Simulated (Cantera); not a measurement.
A diamond (100) surface in a fixed gas of H2 with x(CH4) = 0.029, x(CH3) = 0.0011, at 925 K, 0.0128 atm; coverages are run to steady state.

Cantera simulation using the Harris–Goodwin 1993 mechanism for the reconstructed diamond (100) surface; the numbers are that mechanism's predictions, not measurements.

One state of this run: growth (µm/h) = 1.25; θ c6HH = 0.246; θ c6H* = 0.00426; θ c6*H = 0.110; θ c6** = 0.00107; θ c6HM = 0.502. θ: site fractions in the mechanism's names (c6HH fully hydrogenated, c6H* and c6*H radical sites, c6** diradical, c6HM methylated).

Question: Which value of x(H) does it belong to?
(A) 0.0031
(B) 0.0062
(C) 0.025
(D) 0.0004

Answer: D, 0.0004
